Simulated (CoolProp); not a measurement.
The fluid at 298.15 K and 6.36 MPa is throttled through a valve to 3.43 MPa with no heat exchange. The same conditions are run with several fluids, on thermodynamics alone (safety and materials aside).

Model: reference Helmholtz-energy equation of state of each fluid (C2F6 (R116): Lemmon 2006; nitrogen: Span 2000; ethylene: Smukala 2000; dry air: Lemmon 2000; normal hydrogen: Leachman 2009), in CoolProp. Blends and air are pseudo-pure fits.

### Question
Rank C2F6 (R116), nitrogen, ethylene, dry air, normal hydrogen by temperature change (K), highest first.

### Answer
normal hydrogen (+1.0), nitrogen (-5.3), C2F6 (R116) (-5.5), dry air (-5.7), ethylene (-32.7)

```json
[
 {"fluid": "C2F6 (R116)", "final phase": "liquid", "final density (kg/m³)": "934"},
 {"fluid": "nitrogen", "final phase": "supercritical", "final density (kg/m³)": "39.7"},
 {"fluid": "ethylene", "final phase": "two-phase, vapour fraction 0.877", "final density (kg/m³)": "82.0"},
 {"fluid": "dry air", "final phase": "gas", "final density (kg/m³)": "41.3"},
 {"fluid": "normal hydrogen", "final phase": "supercritical", "final density (kg/m³)": "2.73"}
]
```
